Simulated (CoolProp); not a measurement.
Vapour-liquid equilibrium of propylene (1) + propane (2) at 237.9 K; x and y are mole fractions of (1).

Model: multi-fluid Helmholtz-energy mixture model, Lemmon 2013 and Lemmon 2009; pair parameters Bell 2016, in CoolProp.

Give the bubble pressure and the first vapour's composition at x = 0.05, 0.25, 0.85. Is there an azeotrope?

x = 0.05: 1.385 bar, y = 0.067; x = 0.25: 1.483 bar, y = 0.306; x = 0.85: 1.688 bar, y = 0.868. No azeotrope shows between x = 0.05 and 0.95.

Pair parameters are fitted to limited data, so mixtures are less certain than the pure fluids.
